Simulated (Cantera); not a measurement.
A closed system holds: 1 mol SiCl₄, 20 mol N₂, 0.15 mol H₂, held at 1273.15 K.

Method: chemical equilibrium by Gibbs-energy minimisation in Cantera with the NASA 1993 tables (ideal gas, pure condensed phases). Candidate condensed phases: NH₄Cl, Si, Si₃N₄; 28 gas species. N₂ is the only nitrogen source here; it is nearly inert below about 1500 K, so the nitride shown seldom forms there in practice. The numbers say what is thermodynamically allowed, not how fast it happens.

Problem. Which condensed phases are stable at each of these points (P (Pa)): 5, 36, 260, 1900, 14000, 100000?

Solution. 
| P (Pa) | condensed phases | Si condensed (%) |
|---|---|---|
| 5 | gas only | 0.0 |
| 36 | gas only | 0.0 |
| 260 | gas only | 0.0 |
| 1900 | Si₃N₄(s) | 4.0 |
| 14000 | Si₃N₄(s) | 6.2 |
| 100000 | Si₃N₄(s) | 6.7 |

From 5.00 Pa to 260 Pa nothing is condensed. From 1900 Pa to 100000 Pa the condensed part is Si₃N₄(s).
